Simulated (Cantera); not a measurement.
A freely propagating, adiabatic, planar premixed flame of CH4 : H2 : O2 : N2 = 1 : 0.039 : 1.84 : 6.9 (molar parts), equivalence ratio 1.1, unburnt at 498 K and 120000 Pa; mixture-averaged transport, grid criteria slope 0.08 and curve 0.16, no radiation.

Detailed kinetics in Cantera: GRI-Mech 3.0 (53 species, 325 reactions). Burning velocities carry a grid error of a few per cent, more on coarse grids.

**Question.** Predict: laminar burning velocity; thermal thickness; peak x(H); peak x(HCO).

**Answer.** 
| Item | Value |
|---|---|
| laminar burning velocity | 89.4 cm/s |
| thermal thickness | 0.304 mm |
| peak x(H) | 0.00918 |
| peak x(HCO) | 6.00e-5 |
